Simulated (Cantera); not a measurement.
## Adiabatic ignition

An adiabatic, constant-pressure homogeneous reactor starts with C2H4 : O2 : N2 : H2O = 1 : 1.76 : 6.64 : 0.051 (molar parts), at 1375 K and 8.68 atm.

Model: GRI-Mech 3.0 (53 species, 325 reactions), integrated in Cantera. GRI-Mech 3.0 was tuned for natural gas; its chemistry of ethylene as a main component is partial and can be far from experiment.

```csv
t (s),T (K),x C2H4,x O2,x NO,x CO,x CH2
2.00e-6,1375,0.106,0.186,<1e-12,7.93e-9,<1e-12
6.93e-6,1375,0.106,0.186,<1e-12,1.83e-7,<1e-12
2.40e-5,2793,9.91e-8,0.00111,0.000186,0.157,1.70e-5
8.32e-5,2864,<1e-12,0.000188,0.000559,0.154,1.97e-11
0.000288,2862,<1e-12,0.000183,0.000901,0.154,1.98e-11
0.001000,2861,<1e-12,0.000181,0.00104,0.154,1.99e-11
0.00346,2861,<1e-12,0.000181,0.00104,0.154,1.99e-11
0.0120,2861,<1e-12,0.000181,0.00104,0.154,1.99e-11
0.0416,2861,<1e-12,0.000181,0.00104,0.154,1.99e-11
0.144,2861,<1e-12,0.000181,0.00104,0.154,1.99e-11
0.500,2861,<1e-12,0.000181,0.00104,0.154,1.99e-11
1.73,2861,<1e-12,0.000181,0.00104,0.154,1.99e-11
6.00,2861,<1e-12,0.000181,0.00104,0.154,1.99e-11
```
x: mole fraction; the columns are a selection and need not sum to one.

The time of steepest temperature rise is 22.7 µs. The temperature at 6.00 s is 2861 K. The equilibrium temperature is 2861 K, the x(C2H4) at 6.00 s comes out as <1e-12 (gas-phase equilibrium <1e-12) and the x(O2) at 6.00 s is 0.000181 (gas-phase equilibrium 0.000181). The x(NO) at 6.00 s is 0.00104 (gas-phase equilibrium 0.00104).
